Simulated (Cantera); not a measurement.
Cantera run, input and output.

```python
import numpy as np
import cantera as ct

gas = ct.Solution("gri30.yaml")
gas.TPX = 2000, 101325, {'C2H4': 1, 'H2': 1.8}
reactor = ct.IdealGasConstPressureReactor(gas, energy="off", clone=False)
net = ct.ReactorNet([reactor])
net.rtol, net.atol = 1e-08, 1e-18
show = ['C2H4', 'H2', 'H', 'C2H2', 'C2H', 'CH2', 'C2H6']
times = np.geomspace(0.0008, 9, 11)

steps = ct.SolutionArray(gas, extra=["t"])
rows = []
print(f"{'t/s':>10s}{'T/K':>9s}{'P/Pa':>11s}" + "".join(f"{s:>11s}" for s in show))
for t in times:
    while net.time < t:
        t_next = net.step()
        steps.append(gas.state, t=t_next)
    rows.append([np.interp(t, steps.t, y) for y in (steps.T, steps.P, *steps(*show).X.T)])
    print(f"{t:10.3e}{rows[-1][0]:9.1f}{rows[-1][1]:11.4g}" + "".join(f"{x:11.3e}" for x in rows[-1][2:]))
rate = np.gradient(steps.T, steps.t)
print("integrator steps:", len(steps.t))
if steps.T.max() > steps.T[0] + 200:
    print(f"time of steepest temperature rise: {steps.t[rate.argmax()]:.4e} s")
gas.TPX = 2000, 101325, {'C2H4': 1, 'H2': 1.8}
gas.equilibrate("TP")
print(f"equilibrium (TP): T = {gas.T:.1f} K  " + "  ".join(f"{s} {gas[s].X[0]:.3e}" for s in show))
```

Result:

```
       t/s      T/K       P/Pa       C2H4         H2          H       C2H2        C2H        CH2       C2H6
 8.000e-04   2000.0  1.013e+05  1.300e-03  7.345e-01  1.403e-03  2.617e-01  9.337e-06  1.117e-07  1.748e-07
 2.033e-03   2000.0  1.013e+05  1.299e-03  7.341e-01  1.402e-03  2.616e-01  9.332e-06  1.524e-07  1.895e-07
 5.168e-03   2000.0  1.013e+05  1.297e-03  7.333e-01  1.399e-03  2.614e-01  9.315e-06  2.430e-07  2.426e-07
 1.314e-02   2000.0  1.013e+05  1.295e-03  7.321e-01  1.394e-03  2.610e-01  9.286e-06  3.822e-07  3.819e-07
 3.338e-02   2000.0  1.013e+05  1.294e-03  7.314e-01  1.392e-03  2.608e-01  9.270e-06  4.519e-07  4.795e-07
 8.485e-02   2000.0  1.013e+05  1.294e-03  7.314e-01  1.392e-03  2.608e-01  9.269e-06  4.553e-07  4.847e-07
 2.157e-01   2000.0  1.013e+05  1.294e-03  7.314e-01  1.392e-03  2.608e-01  9.269e-06  4.553e-07  4.847e-07
 5.481e-01   2000.0  1.013e+05  1.294e-03  7.314e-01  1.392e-03  2.608e-01  9.269e-06  4.553e-07  4.847e-07
 1.393e+00   2000.0  1.013e+05  1.294e-03  7.314e-01  1.392e-03  2.608e-01  9.269e-06  4.553e-07  4.847e-07
 3.541e+00   2000.0  1.013e+05  1.294e-03  7.314e-01  1.392e-03  2.608e-01  9.269e-06  4.553e-07  4.847e-07
 9.000e+00   2000.0  1.013e+05  1.294e-03  7.314e-01  1.392e-03  2.608e-01  9.269e-06  4.553e-07  4.847e-07
integrator steps: 901
equilibrium (TP): T = 2000.0 K  C2H4 1.294e-03  H2 7.314e-01  H 1.392e-03  C2H2 2.608e-01  C2H 9.269e-06  CH2 4.553e-07  C2H6 4.847e-07
```

Cantera simulation using GRI-Mech 3.0 (53 species, 325 reactions); the numbers are that mechanism's predictions, not measurements. GRI-Mech 3.0 was tuned for natural gas; its chemistry of ethylene as a main component is partial and can be far from experiment. GRI-Mech 3.0 stops at C3 and has no aromatics, soot or wall deposition, so with more carbon than oxygen in the feed, carbon stays in small species such as C2H2 where larger ones or solid carbon would form.
